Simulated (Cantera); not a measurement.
A closed system holds: 1 mol Si3N4, 0.005 mol O2, a varied amount of H2, equilibrated at 1975 K and 240 Pa.

Equilibrium computed with Cantera from the NASA thermochemical tables; the gas is ideal and each condensed phase is pure. Candidate condensed phases: H2O, Si, SiO2, Si2N2O, Si3N4; 35 gas species. The tables' values for SiN are old estimates; treat these amounts as uncertain. Gases not in the tables: Si2H6 and higher silanes. Equilibrium is a limit: real reactors are often held back by kinetics, nucleation or transport.

### Question
At 20 mol H2, list the 4 most abundant gas species with their mole fractions, and the condensed phases.

### Answer
H2 0.871, N2 0.0884, H 0.0261, Si 0.0135. Condensed: Si(l).
